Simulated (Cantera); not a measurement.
Charge: 1 mol Si₃N₄, 0.0081 mol O₂, 110 mol H₂, equilibrated at 1098 K and 5.80 bar.

These are equilibrium values from Cantera (NASA tables, ideal gas, pure condensed phases), not measurements of a reactor. Candidate condensed phases: H₂O, Si, SiO₂, Si₂N₂O, Si₃N₄; 35 gas species. Mutual solubility and eutectic melting of coexisting phases are not modelled. Rates play no part.

Base state: H₂ 1.000, N₂ 4.30e-5, NH₃ 1.22e-5 (mole fractions); condensed: Si₂N₂O(s) + Si₃N₄(s).

**Question.** What changes in the equilibrium state with this change: temperature from 1098 K to 2173 K?

**Answer.** 
```tsv
species	before	after
H₂	1.000	0.980
N₂	4.30e-5	0.0178
H	1.03e-8	0.00198
SiH₂	<1e-9	0.000257
SiO	<1e-9	0.000144
SiH	<1e-9	5.43e-5
Si	<1e-9	4.88e-5
NH₃	1.22e-5	1.16e-5
Si₂N₂O(s), mol	0.0162	0
Si₃N₄(s), mol	0.989	0
Si(l), mol	0	2.94
```
Gases not in the tables: Si₂H₆ and higher silanes.
